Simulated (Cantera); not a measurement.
Reactions in the system O-S

Cantera with NASA thermochemical tables; ideal gases at 1 bar, condensed phases pure. Values are per mole of reaction as written; species without (g) are pure solids or liquids, kept so even where they would boil at 1 bar.

4 O(g) + S₂(g) ⇌ 2 SO₂(g)

```json
[
 {"T (K)": "1198", "ΔH° (kJ)": "-1736.5", "ΔS° (J/K)": "-408.4", "ΔG° (kJ)": "-1247.2", "log10 K": "54.38"},
 {"T (K)": "1273", "ΔH° (kJ)": "-1737.2", "ΔS° (J/K)": "-409.1", "ΔG° (kJ)": "-1216.5", "log10 K": "49.92"},
 {"T (K)": "1348", "ΔH° (kJ)": "-1738.0", "ΔS° (J/K)": "-409.6", "ΔG° (kJ)": "-1185.8", "log10 K": "45.95"},
 {"T (K)": "1423", "ΔH° (kJ)": "-1738.6", "ΔS° (J/K)": "-410.1", "ΔG° (kJ)": "-1155.1", "log10 K": "42.40"},
 {"T (K)": "1498", "ΔH° (kJ)": "-1739.3", "ΔS° (J/K)": "-410.5", "ΔG° (kJ)": "-1124.3", "log10 K": "39.20"},
 {"T (K)": "1573", "ΔH° (kJ)": "-1739.9", "ΔS° (J/K)": "-410.9", "ΔG° (kJ)": "-1093.5", "log10 K": "36.31"}
]
```

2 SO₂(g) ⇌ 2 O₂(g) + S₂(g)

```tsv
T (K)	ΔH° (kJ)	ΔS° (J/K)	ΔG° (kJ)	log10 K
1198	723.2	146.1	548.2	-23.90
1273	723.0	146.0	537.2	-22.04
1348	722.8	145.8	526.3	-20.39
1423	722.7	145.7	515.3	-18.92
1498	722.5	145.6	504.4	-17.59
1573	722.4	145.5	493.5	-16.39
```

O₃(g) ⇌ 3 O(g)

| T (K) | ΔH° (kJ) | ΔS° (J/K) | ΔG° (kJ) | log10 K |
|---|---|---|---|---|
| 1198 | 616.5 | 264.0 | 300.2 | -13.09 |
| 1273 | 617.0 | 264.4 | 280.4 | -11.51 |
| 1348 | 617.5 | 264.8 | 260.6 | -10.10 |
| 1423 | 617.9 | 265.1 | 240.7 | -8.84 |
| 1498 | 618.2 | 265.3 | 220.8 | -7.70 |
| 1573 | 618.4 | 265.4 | 200.9 | -6.67 |
